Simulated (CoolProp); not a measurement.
Saturation properties of hydrogen sulfide.

Computed with CoolProp (reference Helmholtz-energy equation of state, Lemmon 2006). It is a short technical equation, of lower accuracy than the large ones.

```
T (K)  p (MPa)  vapour density (kg/m³)  surface tension (mN/m)  vapour viscosity (µPa s)
-----  -------  ----------------------  ----------------------  ------------------------
228.9        ?                   3.997                    24.9                      8.92
233.5        ?                   4.785                    24.0                      9.06
238.1   0.3135                   5.686                    23.0                      9.21
242.7   0.3745                   6.710                    22.1                      9.35
247.3   0.4441                   7.870                    21.1                      9.50
251.9        ?                   9.176                    20.2                      9.64
256.5   0.6124                   10.64                    19.3                         ?
261.1   0.7125                   12.28                       ?                      9.94
265.7        ?                       ?                    17.5                         ?
```

Q: What belongs in the gaps?

A: 
- 228.9, p (MPa): 0.2145
- 233.5, p (MPa): 0.2604
- 251.9, p (MPa): 0.5232
- 256.5, vapour viscosity (µPa s): 9.79
- 261.1, surface tension (mN/m): 18.4
- 265.7, p (MPa): 0.8243
- 265.7, vapour density (kg/m³): 14.11
- 265.7, vapour viscosity (µPa s): 10.1

It boils at 212.9 K under 1 atm.

Viscosity comes from a separate model (Quiñones-Cisneros 2012). Surface tension comes from a separate correlation (Mulero 2012).
